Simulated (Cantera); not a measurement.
## Diamond growth

A diamond (100) surface in a fixed gas of H2 with x(CH4) = 0.02, x(CH3) = 2.6e-05, at 1298 K, 0.0810 bar; coverages are run to steady state.

Model: the Harris–Goodwin 1993 mechanism for the reconstructed diamond (100) surface, integrated in Cantera.

```
x(H)     growth (µm/h)  θ c6HH  θ c6H*  θ c6*H   θ c6**
-------  -------------  ------  ------  ------  -------
0.0001          0.0163   0.659  0.0287   0.308  0.00422
0.00024         0.0609   0.538  0.0384   0.412   0.0111
0.00059          0.152   0.456  0.0445   0.477   0.0221
0.0014           0.274   0.413  0.0473   0.507   0.0327
0.0035           0.446   0.391  0.0485   0.519   0.0405
0.0086           0.718   0.382  0.0490   0.524   0.0445
0.021             1.16   0.378  0.0494   0.526   0.0464
0.051             1.75   0.377  0.0500   0.526   0.0474
0.12              2.29   0.376  0.0512   0.525   0.0481
```
θ: site fractions in the mechanism's names (c6HH fully hydrogenated, c6H* and c6*H radical sites, c6** diradical, c6HM methylated).
